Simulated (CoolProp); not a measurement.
Properties of propylene along the isotherm 94.55 °C.

Model: reference Helmholtz-energy equation of state, Lemmon 2013, in CoolProp.

```tsv
p (MPa)	phase	Joule-Thomson coefficient (K/MPa)	viscosity (µPa s)
0.621	gas	…	10.7
1.24	gas	10.24	10.9
1.86	gas	10.86	…
2.48	gas	11.59	11.9
3.11	gas	12.49	12.7
3.73	gas	13.57	13.9
4.35	gas	…	16.2
4.97	supercritical	…	35.0
5.59	supercritical	3.498	…
6.21	supercritical	2.462	…
6.83	supercritical	…	50.7
```

Task: Fill in the missing entries.

Result: 
- 0.621, Joule-Thomson coefficient (K/MPa): 9.716
- 1.86, viscosity (µPa s): 11.3
- 4.35, Joule-Thomson coefficient (K/MPa): 14.71
- 4.97, Joule-Thomson coefficient (K/MPa): 7.347
- 5.59, viscosity (µPa s): 43.9
- 6.21, viscosity (µPa s): 47.9
- 6.83, Joule-Thomson coefficient (K/MPa): 1.914

Viscosity comes from a separate model (Huber 2003), an estimate that may be off by 10 % or more.
